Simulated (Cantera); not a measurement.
Feed: 1 mol SiH2Cl2, 0.1 mol HCl, 13 mol N2, equilibrated at 998 K and 0.380 bar.

Cantera equilibrium calculation (NASA polynomials, part measured and part estimated; ideal gas, pure solids and liquids). Candidate condensed phases: NH4Cl, Si, Si3N4; 28 gas species. N2 is the only nitrogen source here; it is nearly inert below about 1500 K, so the nitride shown seldom forms there in practice. Kinetics and transport are ignored.

### Question
What is the equilibrium state?

### Answer
```
Item                                  Value
--------------------------------  ---------
x(N2)                                 0.869
x(HCl)                               0.0863
x(H2)                                0.0299
x(SiCl4)                             0.0149
x(SiHCl3)                           3.59e-5
x(SiCl3)                            5.71e-6
x(NH3)                              1.08e-6
n(Si3N4(s))                       0.262 mol
gas amount                        14.36 mol
log10 activity of Si(s) (absent)      -6.90
```
